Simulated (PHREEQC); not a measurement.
Make-up at 25 °C: 24 mmol/kgw CuSO4, 0.13 mmol/kgw HNO3 and 3.9 mmol/kgw H3BO3. Closed to the air; pH follows from the charge balance.

Computed with PHREEQC (ion-association model, phreeqc.dat).

* **pH**: 4.17
* **ionic strength**: 0.0598 mol/kgw
* **specific conductance**: 3030 µS/cm
* **density**: 1.001 g/cm³
* **total alkalinity**: -0.130 meq/kg

```
species     molality  activity   log γ
----------  --------  --------  ------
Cu+2          0.0149   0.00688  -0.337
SO4-2         0.0149   0.00653  -0.358
CuSO4        0.00905   0.00918   0.006
H3BO3        0.00390   0.00395   0.006
NO3-        0.000130  0.000103  -0.101
H+           8.03e-5   6.79e-5  -0.072
HSO4-        5.32e-5   4.31e-5  -0.091
CuOH+        1.26e-6   1.01e-6  -0.094
Cu2(OH)2+2   1.04e-6   4.49e-7  -0.364
H2BO3-       4.13e-8   3.35e-8  -0.091
Cu(OH)2      3.07e-8   3.11e-8   0.006
```

Precipitation was switched off in this run.
